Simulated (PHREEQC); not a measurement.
Solution A (0.29 mol/kgw HF and 0.013 mol/kgw NaF) is mixed with solution B (0.12 mol/kgw TMAH and 9e-07 mol/kgw H4SiO4) at 50 °C; shares are by mass of water, 1 kg in all. Oxygen alone is held at its pressure in air (log pO2 = -0.68). No CO2 enters from the air. The run lets Quartz precipitate or redissolve, and no other solid.

The series has 11 steps of share of solution B, from 0 to 1.

Model: ion-association model, phreeqc.dat, run in PHREEQC.

**Question.** Between which two steps does the pH jump most, and from what to what?

**Answer.** Between share of solution B = 0.7 and 0.8: from 4.86 to 11.72.

Complexes and solids missing from the database can't appear. (CH3)4N+ isn't in the database: it is added as a free cation with an ion size of 4 Å. Constants without temperature data keep their 25 °C values here. SiF6-2 is the database's only silicon fluoride.
